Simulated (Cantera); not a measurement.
Input (Python, Cantera):

```python
import numpy as np
import cantera as ct

gas = ct.Solution("gri30.yaml")
gas.TPX = 1600, 360000, {'CH4': 1, 'CO': 0.37, 'O2': 2.43, 'N2': 9.13}
reactor = ct.IdealGasReactor(gas, energy="on", clone=False)
net = ct.ReactorNet([reactor])
net.rtol, net.atol = 1e-08, 1e-16
show = ['CH4', 'CO', 'O2', 'CH2CO', 'H2O']
times = np.geomspace(3e-06, 2, 13)

steps = ct.SolutionArray(gas, extra=["t"])
rows = []
print(f"{'t/s':>10s}{'T/K':>9s}{'P/Pa':>11s}" + "".join(f"{s:>11s}" for s in show))
for t in times:
    while net.time < t:
        t_next = net.step()
        steps.append(gas.state, t=t_next)
    rows.append([np.interp(t, steps.t, y) for y in (steps.T, steps.P, *steps(*show).X.T)])
    print(f"{t:10.3e}{rows[-1][0]:9.1f}{rows[-1][1]:11.4g}" + "".join(f"{x:11.3e}" for x in rows[-1][2:]))
rate = np.gradient(steps.T, steps.t)
print("integrator steps:", len(steps.t))
if steps.T.max() > steps.T[0] + 200:
    print(f"time of steepest temperature rise: {steps.t[rate.argmax()]:.4e} s")
gas.TPX = 1600, 360000, {'CH4': 1, 'CO': 0.37, 'O2': 2.43, 'N2': 9.13}
gas.equilibrate("UV")
print(f"equilibrium (UV): T = {gas.T:.1f} K  " + "  ".join(f"{s} {gas[s].X[0]:.3e}" for s in show))
```

Result:

```
       t/s      T/K       P/Pa        CH4         CO         O2      CH2CO        H2O
 3.000e-06   1600.0    3.6e+05  7.733e-02  2.862e-02  1.879e-01  5.692e-11  1.895e-06
 9.172e-06   1599.9    3.6e+05  7.731e-02  2.861e-02  1.879e-01  6.435e-10  1.129e-05
 2.804e-05   1600.1    3.6e+05  7.715e-02  2.860e-02  1.878e-01  9.421e-09  9.603e-05
 8.572e-05   1608.9  3.621e+05  7.516e-02  2.870e-02  1.866e-01  1.009e-06  1.428e-03
 2.621e-04   3011.4  6.977e+05  1.521e-14  4.344e-02  3.257e-02  4.973e-16  1.230e-01
 8.012e-04   3002.3  6.953e+05  1.597e-14  4.360e-02  3.015e-02  5.021e-16  1.234e-01
 2.449e-03   3002.2  6.953e+05  1.597e-14  4.360e-02  3.015e-02  5.021e-16  1.234e-01
 7.489e-03   3002.2  6.953e+05  1.597e-14  4.360e-02  3.015e-02  5.021e-16  1.234e-01
 2.289e-02   3002.2  6.953e+05  1.597e-14  4.360e-02  3.015e-02  5.021e-16  1.234e-01
 6.999e-02   3002.2  6.953e+05  1.597e-14  4.360e-02  3.015e-02  5.021e-16  1.234e-01
 2.140e-01   3002.2  6.953e+05  1.597e-14  4.360e-02  3.015e-02  5.021e-16  1.234e-01
 6.542e-01   3002.2  6.953e+05  1.597e-14  4.360e-02  3.015e-02  5.021e-16  1.234e-01
 2.000e+00   3002.2  6.953e+05  1.597e-14  4.360e-02  3.015e-02  5.021e-16  1.234e-01
integrator steps: 1872
time of steepest temperature rise: 1.5958e-04 s
equilibrium (UV): T = 3002.2 K  CH4 2.106e-14  CO 4.360e-02  O2 3.015e-02  CH2CO 5.471e-16  H2O 1.234e-01
```

Model: GRI-Mech 3.0 (53 species, 325 reactions), integrated in Cantera. Above 3000 K some thermodynamic fits are extrapolated.
